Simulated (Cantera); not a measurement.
Gas mixture: 37.7 % H₂O, 36.9 % O₂, 25.4 % CO₂, at 0.290 bar, frozen composition.

Cantera's kinetic-theory transport with the Lennard-Jones parameters of GRI-Mech 3.0, ideal gas; thermal conductivity in the multicomponent form. Polar gases are described roughly by these parameters.

D: mixture-averaged diffusion coefficient of that species in the mixture.

```
T (K)  ρ (kg/m³)  cp (J/kg/K)  μ (µPa s)  λ (mW/m/K)     Pr  D (cm²/s) CO₂  D (cm²/s) NO  D (cm²/s) H
-----  ---------  -----------  ---------  ----------  -----  -------------  ------------  -----------
400        0.260         1159       19.9        33.8  0.684          0.960          1.15         7.12
500        0.208         1212       24.2        43.1  0.681           1.46          1.72         10.7
600        0.173         1261       28.2        52.4  0.679           2.04          2.37         14.8
700        0.148         1307       32.1        61.7  0.678           2.69          3.10         19.4
800        0.130         1347       35.7        70.9  0.678           3.42          3.90         24.4
900        0.115         1384       39.2           ?  0.677              ?             ?            ?
1000       0.104         1418       42.5        89.1  0.677           5.06          5.70         35.8
1100      0.0944         1449       45.7           ?  0.677              ?             ?            ?
1200      0.0865         1478       48.8         107  0.676           6.93          7.75         48.8
```

Task: Complete the blanks.

Result: 
- 900, λ (mW/m/K): 80.0
- 900, D (cm²/s) CO₂: 4.21
- 900, D (cm²/s) NO: 4.76
- 900, D (cm²/s) H: 29.9
- 1100, λ (mW/m/K): 97.9
- 1100, D (cm²/s) CO₂: 5.97
- 1100, D (cm²/s) NO: 6.69
- 1100, D (cm²/s) H: 42.1
